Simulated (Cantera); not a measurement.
A Cantera script and its output.

```python
import numpy as np
import cantera as ct

gas = ct.Solution("gri30.yaml")
gas.TPX = 1098, 17000, {'H2': 0.63, 'O2': 1, 'N2': 11}
reactor = ct.IdealGasConstPressureReactor(gas, energy="off", clone=False)
net = ct.ReactorNet([reactor])
net.rtol, net.atol = 1e-08, 1e-18
show = ['H2', 'O2', 'HO2', 'NO', 'O', 'OH', 'H']
times = np.geomspace(3e-06, 7, 13)

steps = ct.SolutionArray(gas, extra=["t"])
rows = []
print(f"{'t/s':>10s}{'T/K':>9s}{'P/Pa':>11s}" + "".join(f"{s:>11s}" for s in show))
for t in times:
    while net.time < t:
        t_next = net.step()
        steps.append(gas.state, t=t_next)
    rows.append([np.interp(t, steps.t, y) for y in (steps.T, steps.P, *steps(*show).X.T)])
    print(f"{t:10.3e}{rows[-1][0]:9.1f}{rows[-1][1]:11.4g}" + "".join(f"{x:11.3e}" for x in rows[-1][2:]))
rate = np.gradient(steps.T, steps.t)
print("integrator steps:", len(steps.t))
if steps.T.max() > steps.T[0] + 200:
    print(f"time of steepest temperature rise: {steps.t[rate.argmax()]:.4e} s")
gas.TPX = 1098, 17000, {'H2': 0.63, 'O2': 1, 'N2': 11}
gas.equilibrate("TP")
print(f"equilibrium (TP): T = {gas.T:.1f} K  " + "  ".join(f"{s} {gas[s].X[0]:.3e}" for s in show))
```

Result:

```
       t/s      T/K       P/Pa         H2         O2        HO2         NO          O         OH          H
 3.000e-06   1098.0    1.7e+04  4.988e-02  7.918e-02  1.683e-11  6.132e-26  3.510e-13  3.202e-13  1.648e-11
 1.018e-05   1098.0    1.7e+04  4.988e-02  7.918e-02  5.736e-11  2.406e-24  3.645e-12  2.797e-12  5.474e-11
 3.455e-05   1098.0    1.7e+04  4.988e-02  7.918e-02  1.975e-10  9.663e-23  3.383e-11  1.921e-11  1.979e-10
 1.173e-04   1098.0    1.7e+04  4.988e-02  7.918e-02  7.250e-10  3.994e-21  3.621e-10  1.714e-10  1.327e-09
 3.979e-04   1098.0    1.7e+04  4.988e-02  7.918e-02  1.270e-08  3.740e-18  4.100e-08  1.887e-08  1.393e-07
 1.350e-03   1098.0    1.7e+04  9.452e-03  6.041e-02  6.733e-06  3.913e-07  4.987e-03  1.515e-03  1.612e-02
 4.583e-03   1098.0    1.7e+04  4.974e-04  5.555e-02  5.257e-06  1.815e-06  5.560e-04  3.731e-04  4.252e-04
 1.555e-02   1098.0    1.7e+04  3.129e-05  5.560e-02  1.354e-06  1.814e-06  2.872e-05  7.501e-05  4.506e-06
 5.278e-02   1098.0    1.7e+04  2.424e-06  5.562e-02  1.885e-07  1.801e-06  2.743e-06  2.375e-05  1.324e-07
 1.791e-01   1098.0    1.7e+04  2.709e-07  5.562e-02  3.196e-08  1.802e-06  4.421e-07  9.583e-06  8.296e-09
 6.078e-01   1098.0    1.7e+04  4.949e-08  5.562e-02  7.208e-09  1.810e-06  9.780e-08  4.493e-06  8.487e-10
 2.063e+00   1098.0    1.7e+04  1.185e-08  5.562e-02  1.985e-09  1.816e-06  2.534e-08  2.281e-06  1.113e-10
 7.000e+00   1098.0    1.7e+04  3.256e-09  5.562e-02  7.751e-10  1.818e-06  7.197e-09  1.213e-06  1.691e-11
integrator steps: 1691
equilibrium (TP): T = 1098.0 K  H2 6.643e-10  O2 5.560e-02  HO2 6.582e-10  NO 4.598e-05  O 1.366e-09  OH 5.276e-07  H 1.556e-12
```

Model: GRI-Mech 3.0 (53 species, 325 reactions), integrated in Cantera. The temperature is held fixed by assumption; the heat of reaction is taken as removed at once.
